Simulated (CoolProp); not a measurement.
A single-stage vapour-compression cycle with chloromethane (R40): evaporating at 241.15 K (dew point), condensing at 298.15 K (bubble point), superheat 2 K, subcooling 8 K, compressor efficiency 0.65, no pressure losses. Each further row changes one setting.

Values from CoolProp's reference Helmholtz-energy equation of state, Thol 2014.

```json
[
 {"case": "as stated", "cooling COP": "2.29", "pressure ratio": "8.19", "discharge temperature (K)": "428.5", "refrigerating effect (kJ/kg)": "360", "volumetric capacity (kJ/m³)": "651"},
 {"case": "evaporating temperature 246.15 K", "cooling COP": "2.62", "pressure ratio": "6.51", "discharge temperature (K)": "413.2", "refrigerating effect (kJ/kg)": "363", "volumetric capacity (kJ/m³)": "812"},
 {"case": "condensing temperature 293.15 K", "cooling COP": "2.55", "pressure ratio": "7.06", "discharge temperature (K)": "414.6", "refrigerating effect (kJ/kg)": "368", "volumetric capacity (kJ/m³)": "666"},
 {"case": "subcooling 13 K", "cooling COP": "2.34", "pressure ratio": "8.19", "discharge temperature (K)": "428.5", "refrigerating effect (kJ/kg)": "368", "volumetric capacity (kJ/m³)": "666"},
 {"case": "superheat 12 K", "cooling COP": "2.25", "pressure ratio": "8.19", "discharge temperature (K)": "442.6", "refrigerating effect (kJ/kg)": "368", "volumetric capacity (kJ/m³)": "637"},
 {"case": "compressor efficiency 0.55", "cooling COP": "1.94", "pressure ratio": "8.19", "discharge temperature (K)": "455.8", "refrigerating effect (kJ/kg)": "360", "volumetric capacity (kJ/m³)": "651"}
]
```
